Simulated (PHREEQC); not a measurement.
Consider water at 25 °C with 0.0095 mol/kgw KH2PO4 and 0.17 mol/kgw NaF. Closed to the air; pH follows from the charge balance.

Computed with PHREEQC (ion-association model, phreeqc.dat).

Each row changes one thing in this solution. This is a speciation only: nothing precipitates in the calculation.

| case | pH | ionic strength (mol/kgw) | H2PO4- (mol/kgw) | HPO4-2 (mol/kgw) | KHPO4- (mol/kgw) |
|---|---|---|---|---|---|
| as made | 5.63 | 0.172 | 0.00887 | 0.000571 | 3.18e-6 |
| diluted 5-fold with water | 5.70 | ___ | 0.00180 | 9.32e-5 | ___ |
| temperature from 25 to 75 °C | 5.79 | 0.173 | 0.00833 | 0.00107 | 5.30e-6 |
| NaF from 0.17 to 0.017 mol/kgw | 5.21 | 0.0265 | 0.00934 | 0.000149 | 1.49e-6 |
| 0.066 mol/kgw Na2SO4 added | 5.56 | 0.333 | 0.00885 | 0.000573 | 2.30e-6 |
| KH2PO4 from 0.0095 to 0.00095 mol/kgw | 6.17 | 0.163 | 0.000765 | 0.000168 | 9.52e-8 |
| NaF left out | 4.73 | 0.00956 | 0.00943 | 4.28e-5 | 5.31e-7 |
| temperature from 25 to 35 °C | 5.67 | 0.172 | 0.00878 | 0.000651 | 3.55e-6 |
| 0.18 mol/kgw NH3 added | 10.62 | 0.192 | 1.23e-6 | 0.00787 | 4.18e-5 |

**Question.** Complete the blanks.

**Answer.** 
- diluted 5-fold with water, ionic strength (mol/kgw): 0.0355
- diluted 5-fold with water, KHPO4- (mol/kgw): 1.73e-7

Away from 25 °C the constants follow the database's enthalpies or fits; those with neither stay at their 25 °C values.
